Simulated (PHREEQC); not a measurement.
Consider water at 61 °C with 58 mmol/kgw NaH2PO4, 1.5 mmol/kgw Na2HPO4 and 0.37 mmol/kgw NaCl. Closed to the air; pH follows from the charge balance.

The numbers come from PHREEQC with the ion-association model, phreeqc.dat.

- pH: 5.25
- ionic strength: 0.0628 mol/kgw
- specific conductance: 8350 µS/cm
- density: 0.988 g/cm³
- total alkalinity: 1.50 meq/kg

| species | molality | activity | log γ |
|---|---|---|---|
| Na+ | 0.0613 | 0.0490 | -0.097 |
| H2PO4- | 0.0579 | 0.0466 | -0.094 |
| HPO4-2 | 0.00149 | 0.000612 | -0.386 |
| Cl- | 0.000370 | 0.000291 | -0.104 |
| NaHPO4- | 7.27e-5 | 5.85e-5 | -0.094 |
| H3PO4 | 5.61e-5 | 5.69e-5 | 0.006 |
| H+ | 6.77e-6 | 5.66e-6 | -0.078 |
| OH- | 2.29e-8 | 1.80e-8 | -0.106 |

Precipitation was switched off in this run. Species that the database lacks are ignored. At this temperature some constants are extrapolated from 25 °C, and those without enthalpy data are left unchanged.
